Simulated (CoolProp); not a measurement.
Vapour-liquid equilibrium of methanol (1) + toluene (2) at 404.8 K; x and y are mole fractions of (1).

The numbers come from the multi-fluid Helmholtz-energy mixture model, de Reuck 1993 and Lemmon 2006; pair parameters Bell 2016 in CoolProp.

```csv
x,bubble pressure (kPa),y at the bubble point,dew pressure at overall composition x (kPa),liquid density (mol/L)
0.05,330.0,0.455,(withheld),8.447
0.125,479.3,0.629,205.1,8.825
0.2,569.9,0.693,225.0,9.247
0.275,(withheld),(withheld),(withheld),9.724
0.35,664.9,0.748,277.3,10.27
0.425,693.9,0.765,313.2,10.89
0.5,719.0,0.781,359.4,11.60
0.575,743.0,0.798,421.0,12.43
0.65,767.4,0.819,506.3,(withheld)
0.725,792.5,0.845,624.5,14.54
0.8,817.8,(withheld),(withheld),15.90
0.875,842.5,0.916,816.6,17.51
0.95,865.5,0.964,859.3,19.46
```

Q: Complete the blanks.

A: 
- 0.05, dew pressure at overall composition x (kPa): 187.8
- 0.275, bubble pressure (kPa): 626.6
- 0.275, y at the bubble point: 0.726
- 0.275, dew pressure at overall composition x (kPa): 248.6
- 0.65, liquid density (mol/L): 13.40
- 0.8, y at the bubble point: 0.877
- 0.8, dew pressure at overall composition x (kPa): 745.3

No azeotrope shows between x = 0.05 and 0.95.

Pair parameters are fitted to limited data, so mixtures are less certain than the pure fluids. With so large a gap from Raoult's law the liquid may split in two, which this calculation doesn't test in full.
